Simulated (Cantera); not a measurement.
A perfectly stirred reactor is fed with CH4 : O2 : N2 = 1 : 3.28 : 12.3 (molar parts), at 4430 Torr; it is adiabatic with a 300 K inlet, and is followed from long to short residence time, starting on the burning branch (τ in s: 0.042, 0.018, 0.0075, 0.0032, 0.0014, 0.00058, 0.00025, 0.0001, 4.4e-05).

Computed with Cantera and GRI-Mech 3.0 (53 species, 325 reactions).

**Question.** What does this change do: 1.1 parts CO2 added?

**Answer.** 
| quantity | before | after |
|---|---|---|
| blow-out, bracketed by the residence times tried | burning at 0.580 ms, out at 0.250 ms | burning at 3.20 ms, out at 1.40 ms |
| x(CH4) at τ = 42.0 ms | 1.86e-5 | 3.55e-5 |
| x(O2) at τ = 42.0 ms | 0.0773 | 0.0726 |
| x(CO2) at τ = 42.0 ms | 0.0600 | 0.118 |
| x(O) at τ = 42.0 ms | 1.87e-5 | 1.03e-5 |
| x(H2) at τ = 42.0 ms | 2.44e-5 | 2.48e-5 |
| x(CH4) at τ = 1.40 ms | 0.000228 | 0.0566 |
| x(O2) at τ = 1.40 ms | 0.0790 | 0.186 |
| x(CO2) at τ = 1.40 ms | 0.0568 | 0.0622 |
| x(O) at τ = 1.40 ms | 0.000118 | <1e-12 |
| x(H2) at τ = 1.40 ms | 0.000264 | <1e-12 |

**Question.** What does this change do: N2 12.3 to 16 parts?

**Answer.** 
| quantity | before | after |
|---|---|---|
| blow-out, bracketed by the residence times tried | burning at 0.580 ms, out at 0.250 ms | burning at 7.50 ms, out at 3.20 ms |
| x(CH4) at τ = 42.0 ms | 1.86e-5 | 8.37e-5 |
| x(O2) at τ = 42.0 ms | 0.0773 | 0.0637 |
| x(CO2) at τ = 42.0 ms | 0.0600 | 0.0484 |
| x(O) at τ = 42.0 ms | 1.87e-5 | 5.53e-6 |
| x(H2) at τ = 42.0 ms | 2.44e-5 | 3.73e-5 |
| x(CH4) at τ = 1.40 ms | 0.000228 | 0.0493 |
| x(O2) at τ = 1.40 ms | 0.0790 | 0.162 |
| x(CO2) at τ = 1.40 ms | 0.0568 | <1e-12 |
| x(O) at τ = 1.40 ms | 0.000118 | <1e-12 |
| x(H2) at τ = 1.40 ms | 0.000264 | <1e-12 |
